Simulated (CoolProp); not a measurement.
A simple Rankine cycle with cyclohexane: condensing at 288.15 K, boiler at 1.18 MPa, turbine inlet 467.1 K, turbine efficiency 0.7, pump efficiency 0.7, no recuperator. Each further row changes one setting.

Model: reference Helmholtz-energy equation of state, Zhou 2014, in CoolProp.

```
case                             thermal efficiency (%)  net work (kJ/kg)  heat in (kJ/kg)  turbine exit temperature (K)  volume ratio over the turbine
-------------------------------  ----------------------  ----------------  ---------------  ----------------------------  -----------------------------
as stated                                             …               130              664                         381.2                              …
turbine inlet 487.1 K                              19.4               138              712                             …                            145
condensing temperature 280.15 K                    20.5                 …              678                         375.5                            220
boiler pressure 0.826 MPa                          18.5               125                …                         391.0                           97.9
turbine efficiency 0.6                             16.7                 …              664                         392.2                              …
```

Problem. Fill in the missing entries.

Solution. 
- as stated, thermal efficiency (%): 19.6
- as stated, volume ratio over the turbine: 149
- turbine inlet 487.1 K, turbine exit temperature (K): 403.6
- condensing temperature 280.15 K, net work (kJ/kg): 139
- boiler pressure 0.826 MPa, heat in (kJ/kg): 676
- turbine efficiency 0.6, net work (kJ/kg): 111
- turbine efficiency 0.6, volume ratio over the turbine: 153
